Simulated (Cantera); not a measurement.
A closed system holds: 1 mol SiH4, 22 mol H2, 1.5 mol HCl, equilibrated at 3.53 Torr.

Cantera equilibrium calculation (NASA polynomials, part measured and part estimated; ideal gas, pure solids and liquids). Candidate condensed phases: Si; 19 gas species. The tables' values for SiCl3 are old estimates; treat these amounts as uncertain. The numbers say what is thermodynamically allowed, not how fast it happens.

Q: At 750 °C, list the 4 most abundant gas species with their mole fractions, and the condensed phases.

A: H2 0.964, HCl 0.0268, SiCl4 0.00568, SiHCl3 0.00173. Condensed: Si(s).
